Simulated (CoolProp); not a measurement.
Properties of ethylene at several states (Tc = 282.4 K, pc = 5.042 MPa, ω = 0.087).

Computed with CoolProp (reference Helmholtz-energy equation of state, Smukala 2000).

```
T (K)  p (MPa)          phase           Z  cp (kJ/(kg K))  Joule-Thomson coefficient (K/MPa)
-----  -------  -------------  ----------  --------------  ---------------------------------
361.5     16.8  supercritical  (withheld)           3.329                         (withheld)
147.4   0.0163            gas      0.9919           1.218                              58.31
385.5     13.2  supercritical      0.7198           2.948                              3.512
419     0.0163            gas      0.9997      (withheld)                              4.272
282.7     5.52  supercritical      0.2132           8.104                              3.477
```

Problem. What belongs in the gaps?

Solution. 
- 361.5, Z: 0.6302
- 361.5, Joule-Thomson coefficient (K/MPa): 2.165
- 419, cp (kJ/(kg K)): 1.956
